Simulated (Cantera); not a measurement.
**Nitride etching: AlN + O2 + N2**

Charge: 1 mol AlN, 6.9 mol O2, 1.1 mol N2, equilibrated at 825 °C and 2.40 Pa.

Equilibrium computed with Cantera from the NASA thermochemical tables; the gas is ideal and each condensed phase is pure. Candidate condensed phases: Al, AlN, Al2O3; 16 gas species. Kinetics and transport are ignored.

```json
{
  "x(O2)": "0.794",
  "x(N2)": "0.206",
  "x(NO)": "8.32e-5",
  "n(Al2O3(s))": "0.500 mol",
  "gas_amount": "7.750 mol",
  "log10 activity of Al(l) (absent)": "-28.06"
}
```
